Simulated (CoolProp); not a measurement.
Vapour-liquid equilibrium of CHF3 (R23) (1) + R152A (2) at 0.0398 MPa; x and y are mole fractions of (1).

Computed with CoolProp (multi-fluid Helmholtz-energy mixture model, Penoncello 2003 and Outcalt 1996; pair parameters Bell 2016).

### Question
Give the bubble temperature and the first vapour's composition at x = 0.2, 0.275, 0.5. Is there an azeotrope?

### Answer
x = 0.2: 203.1 K, y = 0.844; x = 0.275: 197.8 K, y = 0.905; x = 0.5: 187.5 K, y = 0.972. No azeotrope shows between x = 0.05 and 0.95.

Pair parameters are fitted to limited data, so mixtures are less certain than the pure fluids.
